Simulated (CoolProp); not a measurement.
Dimethyl ether at 293.15 K and 0.951 MPa is throttled through a valve to 0.65 MPa with no heat exchange. Each further row changes one setting.

The numbers come from the reference Helmholtz-energy equation of state, Wu 2011 in CoolProp.

| case | temperature change (K) | final phase | final density (kg/m³) |
|---|---|---|---|
| as stated | +0.1 | liquid | 670 |
| outlet pressure 0.195 MPa | -28.6 | two-phase, vapour fraction 0.151 | 27.7 |
| outlet pressure 0.845 MPa | +0.0 | liquid | 670 |
